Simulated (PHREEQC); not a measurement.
0.49 g of hydrous ferric oxide (600 m²/g; 0.2 weak and 0.005 strong sites per Fe, Dzombak-Morel constants, diffuse double layer) in 1 kg of water with 0.005 mol/kgw of an inert sodium salt and 0.00027 mol/kgw CaCl2, at 25 °C; the pH is set by adding NaOH or the inert anion's acid. Oxygen alone is held at its pressure in air (log pO2 = -0.68). No CO2 enters from the air. Precipitation was switched off in this run.

All values are PHREEQC results (ion-association model, wateq4f.dat), not measurements.

```tsv
pH	Ca sorbed (%)	surface charge σ (C/m²)	surface potential ψ (mV)
4	0.0	0.192	191
4.5	0.0	0.138	175
5	0.0	0.096	157
5.5	0.0	0.063	136
6	0.0	0.040	113
6.5	0.2	0.024	88
7	1.1	0.014	62
7.5	5.1	0.007	37
8	13.2	0.002	12
8.5	34.2	-0.002	-10
9	69.0	-0.005	-27
9.5	92.3	-0.009	-47
10	98.9	-0.017	-71
10.5	99.9	-0.029	-96
11	100.0	-0.048	-119
11.5	100.0	-0.081	-137
12	100.0	-0.130	-145
```

Complexes and solids missing from the database can't appear.
